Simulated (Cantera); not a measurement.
# Ni + H2S + N2 + NH3 (metals in furnace atmospheres)

Feed: 1 mol Ni, 0.37 mol H2S, 1 mol N2, 15 mol NH3, at 56.0 Pa.

Equilibrium computed with Cantera from the NASA thermochemical tables; the gas is ideal and each condensed phase is pure. Candidate condensed phases: Ni, NiS, NiS2, Ni3S2, Ni3S4, S; 17 gas species. Metal and sulfide melt together well below either melting point, which pure phases cannot show. Mutual solubility and eutectic melting of coexisting phases are not modelled. Gases not in the tables: S3 to S7. Kinetics and transport are ignored.

From 800 °C to 1000 °C the condensed part is Ni(s) + Ni3S2(l). From 1100 °C to 1400 °C the condensed part is Ni(s). At 1500 °C the condensed part is Ni(l). From 1600 °C to 1700 °C nothing is condensed.

| T (°C) | x H2 | x N2 | x H | x Ni | x H2S | x S | x S2 | x SH | n Ni(s) | n Ni3S2(l) | n Ni(l) |
|---|---|---|---|---|---|---|---|---|---|---|---|
| 800 | 0.726 | 0.271 | 5.04e-7 | 1.25e-10 | 0.00346 | 5.30e-9 | 9.58e-6 | 3.98e-6 | 0.609 | 0.130 | 0 |
| 900 | 0.724 | 0.271 | 4.24e-6 | 7.25e-9 | 0.00475 | 1.37e-7 | 0.000102 | 2.64e-5 | 0.680 | 0.107 | 0 |
| 1000 | 0.722 | 0.271 | 2.56e-5 | 2.20e-7 | 0.00607 | 2.07e-6 | 0.000718 | 0.000127 | 0.805 | 0.0651 | 0 |
| 1100 | 0.721 | 0.270 | 0.000119 | 4.03e-6 | 0.00617 | 1.75e-5 | 0.00258 | 0.000403 | 1.000 | 0 | 0 |
| 1200 | 0.721 | 0.270 | 0.000454 | 4.95e-5 | 0.00413 | 7.29e-5 | 0.00340 | 0.000720 | 0.998 | 0 | 0 |
| 1300 | 0.721 | 0.269 | 0.00146 | 0.000439 | 0.00272 | 0.000237 | 0.00379 | 0.00112 | 0.984 | 0 | 0 |
| 1400 | 0.717 | 0.268 | 0.00407 | 0.00298 | 0.00177 | 0.000635 | 0.00372 | 0.00155 | 0.897 | 0 | 0 |
| 1500 | 0.702 | 0.264 | 0.0101 | 0.0157 | 0.00111 | 0.00141 | 0.00314 | 0.00190 | 0 | 0 | 0.468 |
| 1600 | 0.681 | 0.258 | 0.0225 | 0.0296 | 0.000681 | 0.00273 | 0.00244 | 0.00216 | 0 | 0 | 0 |
| 1700 | 0.660 | 0.255 | 0.0463 | 0.0295 | 0.000409 | 0.00463 | 0.00169 | 0.00225 | 0 | 0 | 0 |
x: gas mole fraction; n: condensed amount in mol.
